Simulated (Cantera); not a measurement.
Adiabatic ignition

An adiabatic, constant-volume homogeneous reactor starts with H2 : O2 : N2 = 1 : 0.357 : 1.34 (molar parts), equivalence ratio 1.4, at 1475 K and 83000 Pa.

Detailed kinetics in Cantera: the H2/O2 subset of GRI-Mech 3.0, which has no nitrogen chemistry.

```json
[
 {"t (s)": "8.00e-6", "T (K)": "1475", "P (bar)": "0.830", "x H2": "0.371", "x O2": "0.132", "x H2O2": "1.00e-7", "x OH": "1.02e-5", "x O": "1.24e-5", "x H": "0.000115"},
 {"t (s)": "1.78e-5", "T (K)": "1725", "P (bar)": "0.963", "x H2": "0.137", "x O2": "0.0357", "x H2O2": "1.28e-6", "x OH": "0.0148", "x O": "0.0169", "x H": "0.131"},
 {"t (s)": "3.98e-5", "T (K)": "2495", "P (bar)": "1.33", "x H2": "0.120", "x O2": "0.0103", "x H2O2": "2.50e-7", "x OH": "0.0306", "x O": "0.0139", "x H": "0.0831"},
 {"t (s)": "8.87e-5", "T (K)": "2931", "P (bar)": "1.51", "x H2": "0.125", "x O2": "0.00569", "x H2O2": "3.26e-7", "x OH": "0.0300", "x O": "0.00739", "x H": "0.0497"},
 {"t (s)": "0.000198", "T (K)": "2997", "P (bar)": "1.54", "x H2": "0.125", "x O2": "0.00500", "x H2O2": "3.70e-7", "x OH": "0.0292", "x O": "0.00644", "x H": "0.0450"},
 {"t (s)": "0.000441", "T (K)": "2997", "P (bar)": "1.54", "x H2": "0.125", "x O2": "0.00500", "x H2O2": "3.70e-7", "x OH": "0.0292", "x O": "0.00644", "x H": "0.0450"},
 {"t (s)": "0.000983", "T (K)": "2997", "P (bar)": "1.54", "x H2": "0.125", "x O2": "0.00500", "x H2O2": "3.70e-7", "x OH": "0.0292", "x O": "0.00644", "x H": "0.0450"},
 {"t (s)": "0.00219", "T (K)": "2997", "P (bar)": "1.54", "x H2": "0.125", "x O2": "0.00500", "x H2O2": "3.70e-7", "x OH": "0.0292", "x O": "0.00644", "x H": "0.0450"},
 {"t (s)": "0.00488", "T (K)": "2997", "P (bar)": "1.54", "x H2": "0.125", "x O2": "0.00500", "x H2O2": "3.70e-7", "x OH": "0.0292", "x O": "0.00644", "x H": "0.0450"},
 {"t (s)": "0.0109", "T (K)": "2997", "P (bar)": "1.54", "x H2": "0.125", "x O2": "0.00500", "x H2O2": "3.70e-7", "x OH": "0.0292", "x O": "0.00644", "x H": "0.0450"},
 {"t (s)": "0.0243", "T (K)": "2997", "P (bar)": "1.54", "x H2": "0.125", "x O2": "0.00500", "x H2O2": "3.70e-7", "x OH": "0.0292", "x O": "0.00644", "x H": "0.0450"},
 {"t (s)": "0.0541", "T (K)": "2997", "P (bar)": "1.54", "x H2": "0.125", "x O2": "0.00500", "x H2O2": "3.70e-7", "x OH": "0.0292", "x O": "0.00644", "x H": "0.0450"},
 {"t (s)": "0.121", "T (K)": "2997", "P (bar)": "1.54", "x H2": "0.125", "x O2": "0.00500", "x H2O2": "3.70e-7", "x OH": "0.0292", "x O": "0.00644", "x H": "0.0450"},
 {"t (s)": "0.269", "T (K)": "2997", "P (bar)": "1.54", "x H2": "0.125", "x O2": "0.00500", "x H2O2": "3.70e-7", "x OH": "0.0292", "x O": "0.00644", "x H": "0.0450"},
 {"t (s)": "0.600", "T (K)": "2997", "P (bar)": "1.54", "x H2": "0.125", "x O2": "0.00500", "x H2O2": "3.70e-7", "x OH": "0.0292", "x O": "0.00644", "x H": "0.0450"}
]
```
x: mole fraction; the columns are a selection and need not sum to one.

The time of steepest temperature rise is 17.3 µs and the temperature at 0.600 s is 2997 K. The equilibrium temperature comes out as 2997 K and the x(H2) at 0.600 s comes out as 0.125 (gas-phase equilibrium 0.125). The x(O2) at 0.600 s comes out as 0.00500 (gas-phase equilibrium 0.00500) and the x(H2O2) at 0.600 s comes out as 3.70e-7 (gas-phase equilibrium 3.70e-7).
